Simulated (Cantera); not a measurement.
Input (Python, Cantera) and output of one run.

```python
import numpy as np
import cantera as ct

gas_names = [...]  # 62 gases of nasa_gas.yaml made of B, F, H, N, O
cond_names = """
    B(b) B(L) BN(s) B2O3(L) B3O3H3(cr) H2O(s) H2O(L)
""".split()


# ... load() reads the species with a 1 bar reference pressure and builds the phases ...
atoms = {
    'BN': {'B': 1, 'N': 1},
    'H2O': {'H': 2, 'O': 1},
    'N2': {'N': 2},
    'HF': {'H': 1, 'F': 1},
}
top_T = {'BN(s)': 3200}  # K; cautious upper limits of use, not melting points


# ... equilibrate(T, P, feed) seeds the gas with the atoms and calls Mixture.equilibrate('TP', solver="vcs", rtol=1e-11, max_steps=5000) ...
results = []
feed = {'BN': 1, 'H2O': 2.3, 'N2': 0.71, 'HF': 4.4}  # mol
T = 1225  # K
P = 230  # Pa
mix = equilibrate(T, P, feed)
results.append((T, P, feed, dict(zip(mix.species_names, mix.species_moles))))
print(gas.report(threshold=0.001))
for i in range(1, mix.n_phases):
    print(f"{mix.phase(i).name:16s} {mix.phase_moles(i):12.5e} mol")
```

Output:

```
       temperature   1225 K
          pressure   230 Pa
           density   0.00049362 kg/m^3
  mean mol. weight   21.859 kg/kmol
   phase of matter   gas

                          1 kg             1 kmol
                     ---------------   ---------------
          enthalpy        -9.668e+06       -2.1134e+08  J
   internal energy       -1.0134e+07       -2.2152e+08  J
           entropy             13408         2.931e+05  J/K
    Gibbs function       -2.6093e+07       -5.7038e+08  J
 heat capacity c_p            1781.7             38947  J/K
 heat capacity c_v            1401.3             30632  J/K

                      mass frac. Y      mole frac. X     chem. pot. / RT
                     ---------------   ---------------   ---------------
               BF3           0.14367          0.046317           -156.17
               BOF            0.1172          0.055927           -98.902
            B3O3F3          0.028701         0.0045654           -296.71
              HBO2          0.018967         0.0094623            -98.75
                HF           0.31452           0.34365           -57.116
                H2          0.017362           0.18825           -25.778
               H2O           0.16476           0.19992           -56.964
                N2           0.19462           0.15186           -33.372
     [  +54 minor]        0.00020367        4.1949e-05

B(b)              0.00000e+00 mol
BN(s)             0.00000e+00 mol
B2O3(L)           0.00000e+00 mol
B3O3H3(cr)        0.00000e+00 mol
```

Cantera equilibrium calculation (NASA polynomials, part measured and part estimated; ideal gas, pure solids and liquids). Gases not in the tables: H3BO3.
